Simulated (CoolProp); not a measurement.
Aqueous magnesium chloride as a coolant, at -17 °C, 1 atm.

The numbers come from the Melinder's fits for secondary coolants in CoolProp.

```tsv
mass %	freezing point (°C)	conductivity (W/(m K))	viscosity (mPa s)	cp (kJ/(kg K))	Prandtl number
16.8	-20.6	___	7.18	3.161	45.9
18.6	-24.9	___	7.93	3.073	49.7
20.5	-30.2	___	10.1	2.986	62.0
22.4	-37.0	0.475	16.8	2.906	___
24.3	___	0.462	45.1	___	276
```

### Question
Complete the blanks.

### Answer

- 16.8, conductivity (W/(m K)): 0.494
- 18.6, conductivity (W/(m K)): 0.490
- 20.5, conductivity (W/(m K)): 0.484
- 22.4, Prandtl number: 102
- 24.3, freezing point (°C): -46.1
- 24.3, cp (kJ/(kg K)): 2.834
